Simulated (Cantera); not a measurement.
Moist CO burnout

An isothermal, constant-pressure homogeneous reactor starts with CO : O2 : H2O : N2 = 0.0012 : 0.002 : 0.0052 : 1 (molar parts), equivalence ratio 0.30, at 1400 K and 0.260 bar.

Computed with Cantera and GRI-Mech 3.0 (53 species, 325 reactions).

```json
[
 {"t (s)": "2.00e-6", "x CO": "0.00119", "x O2": "0.00198", "x H2O": "0.00516", "x OH": "<1e-12", "x H2O2": "<1e-12"},
 {"t (s)": "8.05e-6", "x CO": "0.00119", "x O2": "0.00198", "x H2O": "0.00516", "x OH": "<1e-12", "x H2O2": "<1e-12"},
 {"t (s)": "3.24e-5", "x CO": "0.00119", "x O2": "0.00198", "x H2O": "0.00516", "x OH": "2.99e-12", "x H2O2": "<1e-12"},
 {"t (s)": "0.000130", "x CO": "0.00119", "x O2": "0.00198", "x H2O": "0.00516", "x OH": "1.54e-11", "x H2O2": "<1e-12"},
 {"t (s)": "0.000525", "x CO": "0.00119", "x O2": "0.00198", "x H2O": "0.00516", "x OH": "1.09e-10", "x H2O2": "<1e-12"},
 {"t (s)": "0.00211", "x CO": "0.00119", "x O2": "0.00198", "x H2O": "0.00516", "x OH": "1.07e-9", "x H2O2": "<1e-12"},
 {"t (s)": "0.00851", "x CO": "0.00119", "x O2": "0.00198", "x H2O": "0.00516", "x OH": "4.37e-8", "x H2O2": "<1e-12"},
 {"t (s)": "0.0343", "x CO": "0.000639", "x O2": "0.00174", "x H2O": "0.00491", "x OH": "9.61e-5", "x H2O2": "7.39e-9"},
 {"t (s)": "0.138", "x CO": "4.32e-5", "x O2": "0.00142", "x H2O": "0.00503", "x OH": "6.79e-5", "x H2O2": "4.41e-9"},
 {"t (s)": "0.555", "x CO": "4.77e-6", "x O2": "0.00139", "x H2O": "0.00514", "x OH": "2.22e-5", "x H2O2": "6.16e-10"},
 {"t (s)": "2.24", "x CO": "5.32e-7", "x O2": "0.00139", "x H2O": "0.00515", "x OH": "7.78e-6", "x H2O2": "8.20e-11"},
 {"t (s)": "9.00", "x CO": "1.09e-7", "x O2": "0.00139", "x H2O": "0.00516", "x OH": "3.66e-6", "x H2O2": "1.86e-11"}
]
```
x: mole fraction; the columns are a selection and need not sum to one.

Equilibrium at this temperature and pressure: CO 6.26e-8, O2 0.00136, H2O 0.00516, OH 2.78e-6, H2O2 1.08e-11 (gas phase only).
